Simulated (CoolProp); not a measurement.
Model: reference Helmholtz-energy equation of state, Lemmon 2006, in CoolProp. It is a short technical equation, of lower accuracy than the large ones.

### Question
Give the vapour pressure (kPa), enthalpy of vaporisation (kJ/kg), liquid cp (kJ/(kg K)), vapour Z of saturated carbon monoxide at 96.2, 128.5 K.

### Answer
```
T (K)  p (kPa)  enthalpy of vaporisation (kJ/kg)  liquid cp (kJ/(kg K))  vapour Z
-----  -------  --------------------------------  ---------------------  --------
96.2       406                               192                   2.25     0.890
128.5     2860                              84.4                   5.91     0.521
```
